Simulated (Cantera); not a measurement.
Charge: 1 mol C₃H₆, 3.2 mol CO₂, held at 13.3 mbar.

These are equilibrium values from Cantera (NASA tables, ideal gas, pure condensed phases), not measurements of a reactor. Candidate condensed phases: C, C₆H₆, C₇H₈, C₈H₁₈, H₂O; 131 gas species. Ions and electrons are included (thermal ionisation). Rates play no part.

x: gas mole fraction; nothing condenses.

| T (°C) | x CO | x H | x H₂ | x O | x C | x OH | x H₂O |
|---|---|---|---|---|---|---|---|
| 2727 | 0.539 | 0.370 | 0.0732 | 0.0101 | 9.05e-9 | 0.00326 | ? |
| 3227 | 0.504 | 0.471 | 0.00848 | 0.0156 | 2.94e-6 | 0.000482 | ? |
| 3727 | 0.500 | 0.482 | 0.00122 | 0.0164 | 0.000314 | 7.37e-5 | ? |
| 4227 | 0.488 | 0.479 | 0.000256 | 0.0242 | 0.00824 | 2.37e-5 | ? |
| 4727 | 0.424 | 0.459 | 6.80e-5 | 0.0660 | 0.0506 | 1.82e-5 | ? |

Q: Complete the blanks.

A: 
- 2727, x H₂O: 0.00194
- 3227, x H₂O: 1.89e-5
- 3727, x H₂O: 3.19e-7
- 4227, x H₂O: 1.81e-8
- 4727, x H₂O: 3.33e-9
